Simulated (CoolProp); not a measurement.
Dodecamethylpentasiloxane (MD3M) at 474.41 K and 0.0212 MPa is compressed adiabatically to 0.0881 MPa with isentropic efficiency 0.8. Each further row changes one setting.

The numbers come from the reference Helmholtz-energy equation of state, Thol 2019 in CoolProp.

```tsv
case	work (kJ/kg)	final phase	final density (kg/m³)
as stated	…	…	11.2
efficiency 1	…	…	11.6
efficiency 0.65	20.9	…	…
```

### Question
Some entries are withheld; supply them.

### Answer

- as stated, work (kJ/kg): 16.9
- as stated, final phase: two-phase, vapour fraction 0.811
- efficiency 1, work (kJ/kg): 13.6
- efficiency 1, final phase: two-phase, vapour fraction 0.781
- efficiency 0.65, final phase: two-phase, vapour fraction 0.846
- efficiency 0.65, final density (kg/m³): 10.7
